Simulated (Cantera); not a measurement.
# Thermodynamics of silicon epitaxy and polysilicon growth, feed SiHCl3 + HCl + H2

A closed system holds: 1 mol SiHCl3, 0.048 mol HCl, 150 mol H2, held at 0.100 bar.

Method: chemical equilibrium by Gibbs-energy minimisation in Cantera with the NASA 1993 tables (ideal gas, pure condensed phases). Candidate condensed phases: Si; 19 gas species. The tables' values for SiCl3, SiCl are old estimates; treat these amounts as uncertain. Gases not in the tables: Si2H6 and higher silanes. Equilibrium is a limit: real reactors are often held back by kinetics, nucleation or transport.

From 750 °C to 1350 °C the condensed part is Si(s). From 1450 °C to 1550 °C the condensed part is Si(l). The main Si-bearing gas is SiCl4 at 750 °C and SiCl2 at 1550 °C. The share of Si in condensed phases is highest at 1050 °C (84.7 %) and lowest at 750 °C (50.2 %).

```json
[
 {"T (°C)": "750", "x H2": "0.988", "x HCl": "0.00905", "x SiCl4": "0.00150", "x SiHCl3": "0.00139", "x H": "1.30e-8", "x SiCl2": "0.000148", "x SiH2Cl2": "0.000142", "n Si(s)": "0.502", "n Si(l)": "0"},
 {"T (°C)": "850", "x H2": "0.984", "x HCl": "0.0146", "x SiCl4": "0.000535", "x SiHCl3": "0.000619", "x H": "1.34e-7", "x SiCl2": "0.000456", "x SiH2Cl2": "8.78e-5", "n Si(s)": "0.721", "n Si(l)": "0"},
 {"T (°C)": "950", "x H2": "0.982", "x HCl": "0.0173", "x SiCl4": "9.30e-5", "x SiHCl3": "0.000162", "x H": "9.42e-7", "x SiCl2": "0.000746", "x SiH2Cl2": "3.78e-5", "n Si(s)": "0.828", "n Si(l)": "0"},
 {"T (°C)": "1050", "x H2": "0.981", "x HCl": "0.0179", "x SiCl4": "1.33e-5", "x SiHCl3": "3.70e-5", "x H": "4.97e-6", "x SiCl2": "0.000895", "x SiH2Cl2": "1.47e-5", "n Si(s)": "0.847", "n Si(l)": "0"},
 {"T (°C)": "1150", "x H2": "0.981", "x HCl": "0.0179", "x SiCl4": "2.27e-6", "x SiHCl3": "9.64e-6", "x H": "2.08e-5", "x SiCl2": "0.000989", "x SiH2Cl2": "6.24e-6", "n Si(s)": "0.843", "n Si(l)": "0"},
 {"T (°C)": "1250", "x H2": "0.981", "x HCl": "0.0179", "x SiCl4": "4.79e-7", "x SiHCl3": "2.95e-6", "x H": "7.24e-5", "x SiCl2": "0.00106", "x SiH2Cl2": "2.93e-6", "n Si(s)": "0.835", "n Si(l)": "0"},
 {"T (°C)": "1350", "x H2": "0.981", "x HCl": "0.0178", "x SiCl4": "1.22e-7", "x SiHCl3": "1.04e-6", "x H": "0.000216", "x SiCl2": "0.00112", "x SiH2Cl2": "1.51e-6", "n Si(s)": "0.826", "n Si(l)": "0"},
 {"T (°C)": "1450", "x H2": "0.980", "x HCl": "0.0178", "x SiCl4": "3.49e-8", "x SiHCl3": "3.96e-7", "x H": "0.000571", "x SiCl2": "0.00111", "x SiH2Cl2": "7.93e-7", "n Si(s)": "0", "n Si(l)": "0.824"},
 {"T (°C)": "1550", "x H2": "0.980", "x HCl": "0.0180", "x SiCl4": "1.06e-8", "x SiHCl3": "1.53e-7", "x H": "0.00136", "x SiCl2": "0.000991", "x SiH2Cl2": "4.03e-7", "n Si(s)": "0", "n Si(l)": "0.831"}
]
```
x: gas mole fraction; n: condensed amount in mol.
